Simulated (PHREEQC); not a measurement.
Dissolve 120 mmol/kgw NaH2PO4 and 110 mmol/kgw Na2SO4 at 20 °C. Closed to the air; pH follows from the charge balance.

Equilibrium calculation in PHREEQC: ion-association model, phreeqc.dat.

```
Quantity                      Value
--------------------  -------------
pH                             4.38
ionic strength        0.393 mol/kgw
activity of water             0.991
specific conductance    19400 µS/cm
density                 1.022 g/cm³
```

```csv
species,molality,activity,log γ
Na+,0.311,0.225,-0.140
H2PO4-,0.119,0.0842,-0.150
SO4-2,0.0812,0.0186,-0.641
NaSO4-,0.0287,0.0203,-0.150
HPO4-2,0.000514,0.000122,-0.626
H3PO4,0.000444,0.000486,0.039
HSO4-,9.23e-5,6.76e-5,-0.135
NaHPO4-,7.57e-5,5.35e-5,-0.150
H+,5.39e-5,4.17e-5,-0.111
```

No solid was allowed to form.
